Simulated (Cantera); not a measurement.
A Cantera script and what it prints.

```python
import numpy as np
import cantera as ct

gas_names = """
    Fe FeO Fe(OH)2 H HO2 H2 H2O H2O2 H2S H2SO4 O OH O2 O3 S SH SO SO2 SO3 S2 S2O S8
""".split()
cond_names = """
    Fe(a) Fe(c) Fe(d) Fe(L) FeO(s) FeO(L) Fe(OH)2(s) Fe(OH)3(s) FeS(a) FeS(b) FeS(c) FeS(L) FeSO4(s)
    FeS2(s) Fe2O3(s) Fe2S3O12(s) Fe3O4(s) H2O(s) H2O(L) H2SO4(L) S(cr1) S(cr2) S(L)
""".split()


# ... load() reads the species with a 1 bar reference pressure and builds the phases ...
atoms = {
    'FeS2': {'Fe': 1, 'S': 2},
    'H2S': {'H': 2, 'S': 1},
    'H2O': {'H': 2, 'O': 1},
}
top_T = {'FeSO4(s)': 950, 'FeS2(s)': 1010, 'Fe2O3(s)': 1830, 'Fe2S3O12(s)': 1100, 'Fe3O4(s)': 1870}  # K; cautious upper limits of use, not melting points


# ... equilibrate(T, P, feed) seeds the gas with the atoms and calls Mixture.equilibrate('TP', solver="vcs", rtol=1e-11, max_steps=5000) ...
results = []
feed = {'FeS2': 1, 'H2S': 0.14, 'H2O': 0.17}  # mol
P = 3600  # Pa
for T in [725, 800, 875, 950, 1025, 1100, 1175, 1250, 1325, 1400, 1475, 1550]:
    mix = equilibrate(T, P, feed)
    results.append((T, P, feed, dict(zip(mix.species_names, mix.species_moles))))

top = {s: max(r[3][s] / sum(r[3][g] for g in gas_names) for r in results) for s in gas_names}
cols = sorted((s for s in top if top[s] > 0.0001), key=lambda s: -top[s])[:7]
seen = [c for c in cond_names if any(r[3].get(c, 0) > 1e-12 for r in results)]
print("log10 of partial pressures in bar; condensed amounts in mol")
print(f"{'T/K':>10s}" + "".join(f"{s[:9]:>10s}" for s in cols + seen))
for T, P, feed, n in results:
    ng = sum(n[g] for g in gas_names)
    print(f"{T:10.4g}" + "".join(f"{np.log10(max(n[s] / ng * P / 1e5, 1e-99)):10.3f}" for s in cols)
          + "".join(f"{n.get(c, 0):10.4g}" for c in seen))
```

Result:

```
log10 of partial pressures in bar; condensed amounts in mol
       T/K        S2       H2O       H2S        H2       SO2        SH        SO    FeS(c)    FeS(L)   FeS2(s)
       725    -4.008    -1.706    -1.795    -3.693    -5.683    -8.418   -10.435         0         0         1
       800    -3.613    -1.708    -1.805    -3.300    -5.394    -7.519    -9.370         0         0         1
       875    -2.418    -1.762    -1.843    -3.436    -3.898    -6.570    -7.642    0.0743         0    0.9257
       950    -1.667    -2.193    -2.140    -3.687    -3.258    -5.969    -6.561         1         0         0
      1025    -1.664    -2.180    -2.171    -3.357    -3.351    -5.502    -6.118         1         0         0
      1100    -1.661    -2.175    -2.208    -3.084    -3.418    -5.104    -5.728         1         0         0
      1175    -1.658    -2.175    -2.258    -2.861    -3.451    -4.766    -5.375         1         0         0
      1250    -1.656    -2.180    -2.321    -2.685    -3.449    -4.478    -5.050         1         0         0
      1325    -1.654    -2.190    -2.398    -2.548    -3.416    -4.233    -4.745         1         0         0
      1400    -1.653    -2.204    -2.485    -2.444    -3.360    -4.024    -4.461         1         0         0
      1475    -1.653    -2.222    -2.577    -2.364    -3.292    -3.843    -4.197         0         1         0
      1550    -1.654    -2.243    -2.671    -2.302    -3.222    -3.685    -3.954         0         1         0
```

These are equilibrium values from Cantera (NASA tables, ideal gas, pure condensed phases), not measurements of a reactor. FeS: taken at fixed stoichiometry. Gases not in the tables: S3 to S7.
